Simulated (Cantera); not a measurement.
What does this Cantera script print?

```python
import numpy as np
import cantera as ct

gas_names = [...]  # 140 gases of nasa_gas.yaml made of C, Fe, H, N, O
cond_names = """
    C(gr) C6H6(L) C7H8(L) C8H18(L),n-octa Fe(a) Fe(c) Fe(d) Fe(L) FeC5O5(L) FeO(s) FeO(L) Fe(OH)2(s)
    Fe(OH)3(s) Fe2O3(s) Fe3O4(s) H2O(s) H2O(L)
""".split()


# ... load() reads the species with a 1 bar reference pressure and builds the phases ...
atoms = {
    'Fe(CO)5': {'Fe': 1, 'C': 5, 'O': 5},
    'H2': {'H': 2},
    'N2': {'N': 2},
}
top_T = {'C(gr)': 4500, 'Fe2O3(s)': 1830, 'Fe3O4(s)': 1870}  # K; cautious upper limits of use, not melting points


# ... equilibrate(T, P, feed) seeds the gas with the atoms and calls Mixture.equilibrate('TP', solver="vcs", rtol=1e-11, max_steps=5000) ...
results = []
feed = {'Fe(CO)5': 1, 'H2': 0.45, 'N2': 0.37}  # mol
T = 1500  # K
P = 100000  # Pa
mix = equilibrate(T, P, feed)
results.append((T, P, feed, dict(zip(mix.species_names, mix.species_moles))))
x = sorted(zip(gas.X, gas.species_names), reverse=True)
print(f"T = {T:g} K  P = {P:g} Pa  gas = {mix.phase_moles(0):.4g} mol")
print("   x: " + "  ".join(f"{s} {v:.3e}" for v, s in x if v > 1e-05))
print("   condensed (mol): " + ("  ".join(f"{mix.phase(i).name} {mix.phase_moles(i):.4g}"
      for i in range(1, mix.n_phases) if mix.phase_moles(i) > 1e-12) or "none"))
```

Result:

```
T = 1500 K  P = 100000 Pa  gas = 5.816 mol
   x: CO 8.585e-01  H2 7.718e-02  N2 6.358e-02  CO2 4.892e-04  H2O 1.138e-04  HCN 7.405e-05  CH4 1.531e-05
   condensed (mol): C(gr) 0.002972  Fe(c) 1
```

These are equilibrium values from Cantera (NASA tables, ideal gas, pure condensed phases), not measurements of a reactor. Iron dissolves carbon and melts from about 1420 K in contact with it, which pure phases cannot show. Condensed phases not in the tables: cementite and carbon dissolved in iron.
